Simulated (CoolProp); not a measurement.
Aqueous potassium carbonate as a coolant, 11 % by mass, freezing at -4.0 °C, 1 atm.

Computed with CoolProp (Melinder's fits for secondary coolants).

```json
[
 {"T (°C)": "-2.1", "cp (kJ/(kg K))": "3.616", "conductivity (W/(m K))": "0.552", "viscosity (mPa s)": "2.34", "Prandtl number": "15.3"},
 {"T (°C)": "7.1", "cp (kJ/(kg K))": "3.632", "conductivity (W/(m K))": "0.566", "viscosity (mPa s)": "1.79", "Prandtl number": "11.5"},
 {"T (°C)": "16.3", "cp (kJ/(kg K))": "3.649", "conductivity (W/(m K))": "0.581", "viscosity (mPa s)": "1.42", "Prandtl number": "8.90"},
 {"T (°C)": "25.5", "cp (kJ/(kg K))": "3.665", "conductivity (W/(m K))": "0.597", "viscosity (mPa s)": "1.16", "Prandtl number": "7.12"},
 {"T (°C)": "34.7", "cp (kJ/(kg K))": "3.681", "conductivity (W/(m K))": "0.612", "viscosity (mPa s)": "0.965", "Prandtl number": "5.80"}
]
```
